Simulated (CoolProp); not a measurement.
A simple Rankine cycle with R114: condensing at 322.15 K, boiler at 1.43 MPa, turbine inlet 413.6 K, turbine efficiency 0.65, pump efficiency 0.6, no recuperator. Each further row changes one setting.

The numbers come from the reference Helmholtz-energy equation of state, Platzer 1990 in CoolProp. This equation is an older, rougher fit; its heat capacities, sound speeds and derivatives of the liquid may be far off and weren't checked against measurements.

| case | thermal efficiency (%) | net work (kJ/kg) | heat in (kJ/kg) | turbine exit temperature (K) | volume ratio over the turbine |
|---|---|---|---|---|---|
| as stated | (withheld) | 12.0 | 180 | 386.4 | (withheld) |
| turbine inlet 433.6 K | 6.5 | 13.0 | 198 | 407.1 | (withheld) |
| condensing temperature 314.15 K | 7.6 | (withheld) | 188 | 382.3 | 4.38 |
| boiler pressure 1 MPa | (withheld) | 8.98 | (withheld) | 395.9 | (withheld) |
| turbine efficiency 0.55 | 5.5 | 9.95 | 180 | (withheld) | 3.53 |

### Question
Complete the blanks.

### Answer

- as stated, thermal efficiency (%): 6.6
- as stated, volume ratio over the turbine: 3.50
- turbine inlet 433.6 K, volume ratio over the turbine: 3.43
- condensing temperature 314.15 K, net work (kJ/kg): 14.4
- boiler pressure 1 MPa, thermal efficiency (%): 4.9
- boiler pressure 1 MPa, heat in (kJ/kg): 185
- boiler pressure 1 MPa, volume ratio over the turbine: 2.35
- turbine efficiency 0.55, turbine exit temperature (K): 388.9
